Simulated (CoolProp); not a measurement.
A single-stage vapour-compression cycle with the fluid: evaporating at 194.15 K (dew point), condensing at 214.15 K (bubble point), superheat 0 K, subcooling 0 K, compressor efficiency 0.7, no pressure losses. The same conditions are run with several fluids, on thermodynamics alone (safety and materials aside).

The numbers come from the reference Helmholtz-energy equation of state of each fluid (propylene: Lemmon 2013; CH3F (R41): Lemmon 2006; CF4 (R14): Platzer 1990; ethane: Bücker 2006; carbonyl sulfide: Lemmon 2006; R125: Lemmon 2005) in CoolProp. The equations of Platzer and Polt are older, rougher fits.

| fluid | cooling COP | pressure ratio | discharge temperature (K) | refrigerating effect (kJ/kg) | volumetric capacity (kJ/m³) |
|---|---|---|---|---|---|
| propylene | 6.30 | 3.14 | 248.9 | 429 | 211 |
| CH3F (R41) | 6.14 | 2.71 | 264.3 | 447 | (withheld) |
| CF4 (R14) | 4.88 | 2.00 | 231.0 | (withheld) | 6260 |
| ethane | 6.20 | 2.38 | 243.7 | 425 | (withheld) |
| carbonyl sulfide | 6.18 | 3.11 | (withheld) | (withheld) | 242 |
| R125 | (withheld) | (withheld) | 234.2 | 158 | (withheld) |

Task: Complete the blanks.

Result: 
- CH3F (R41), volumetric capacity (kJ/m³): 961
- CF4 (R14), refrigerating effect (kJ/kg): 71.0
- ethane, volumetric capacity (kJ/m³): 1380
- carbonyl sulfide, discharge temperature (K): 273.1
- carbonyl sulfide, refrigerating effect (kJ/kg): 304
- R125, cooling COP: 6.29
- R125, pressure ratio: 3.46
- R125, volumetric capacity (kJ/m³): 198
